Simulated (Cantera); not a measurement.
# Diamond growth

A diamond (100) surface in a fixed gas of H2 with x(CH4) = 0.022, x(H) = 0.0032, at 1025 K, 0.217 atm; coverages are run to steady state.

Model: the Harris–Goodwin 1993 mechanism for the reconstructed diamond (100) surface, integrated in Cantera.

```tsv
x(CH3)	growth (µm/h)	θ c6HH	θ c6H*	θ c6*H	θ c6**	θ c6HM
1e-06	0.126	0.575	0.0207	0.392	0.0114	0.000149
2.4e-06	0.303	0.575	0.0207	0.392	0.0114	0.000358
5.9e-06	0.744	0.575	0.0207	0.392	0.0113	0.000879
1.4e-05	1.76	0.574	0.0206	0.391	0.0113	0.00208
3.5e-05	4.38	0.572	0.0205	0.389	0.0112	0.00518
8.5e-05	10.5	0.566	0.0203	0.385	0.0111	0.0124
0.00021	25.2	0.552	0.0198	0.376	0.0107	0.0298
0.0005	56.4	0.523	0.0187	0.355	0.00990	0.0666
0.0012	118	0.466	0.0165	0.314	0.00833	0.139
```
θ: site fractions in the mechanism's names (c6HH fully hydrogenated, c6H* and c6*H radical sites, c6** diradical, c6HM methylated).
